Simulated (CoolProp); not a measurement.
Vapour-liquid equilibrium of R142b (1) + R113 (2) at 368.2 K; x and y are mole fractions of (1).

Computed with CoolProp (multi-fluid Helmholtz-energy mixture model, Lemmon 2006 and Marx 1992; pair parameters Bell 2016).

```csv
x,bubble pressure (bar),y at the bubble point,dew pressure at overall composition x (bar),liquid density (mol/L)
0.05,4.687,0.193,4.062,7.453
0.125,5.871,0.383,4.369,7.564
0.2,7.021,0.510,4.723,7.675
0.275,8.141,0.601,5.136,7.787
0.35,9.233,0.670,5.624,7.899
0.425,10.30,0.726,6.209,8.012
0.5,11.36,0.773,6.918,8.125
0.575,12.41,0.813,7.794,8.239
0.65,13.47,0.850,8.891,8.353
0.725,14.54,0.883,10.28,8.466
0.8,15.65,0.916,12.05,8.580
0.875,16.79,0.947,14.27,8.693
0.95,17.99,0.979,16.90,8.807
```

No azeotrope shows between x = 0.05 and 0.95.

The pair parameters rest on a limited set of measurements; away from them the model extrapolates. The gap from Raoult's law changes sign with composition, which may be real or a fault of the pair parameters; it wasn't checked against measurements.
